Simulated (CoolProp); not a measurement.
CF4 (R14) along the isobar 33.9 bar: density (kg/m³) from the reference equation and from simpler models built on Tc = -45.8 °C, pc = 37.62 bar, ω = 0.178; each cubic takes its own stable root.

The numbers come from the reference Helmholtz-energy equation of state, Platzer 1990 in CoolProp. This equation is an older, rougher fit; its heat capacities, sound speeds and derivatives of the liquid may be far off and weren't checked against measurements.

```
T (°C)    phase  reference  van der Waals  Redlich-Kwong  Soave-Redlich-Kwong  Peng-Robinson
-------  ------  ---------  -------------  -------------  -------------------  -------------
-137.25  liquid       1662           1102           1609                 1635           1843
-106.85  liquid          ?           1003           1430                 1466           1657
-76.45   liquid       1300          867.6              ?                 1223           1383
-46.05      gas      291.9              ?          286.6                286.8          302.3
-15.65      gas      180.7              ?          183.6                179.7              ?
14.75       gas      145.5          149.2          147.9                    ?              ?
45.15       gas      124.4          128.1          126.5                123.3          126.1
75.55       gas      109.7          113.1          111.5                108.7          110.9
105.95      gas      98.61          101.6          100.3                    ?          99.49
136.35      gas      89.80          92.53          91.36                89.19          90.54
166.75      gas      82.59          85.08          84.08                82.15          83.27
197.15      gas      76.56          78.83          77.97                76.27          77.20
```

Complete the blanks.


- -106.85, reference: 1501
- -76.45, Redlich-Kwong: 1187
- -46.05, van der Waals: 267.4
- -15.65, van der Waals: 183.2
- -15.65, Peng-Robinson: 185.8
- 14.75, Soave-Redlich-Kwong: 144.2
- 14.75, Peng-Robinson: 148.2
- 105.95, Soave-Redlich-Kwong: 97.81
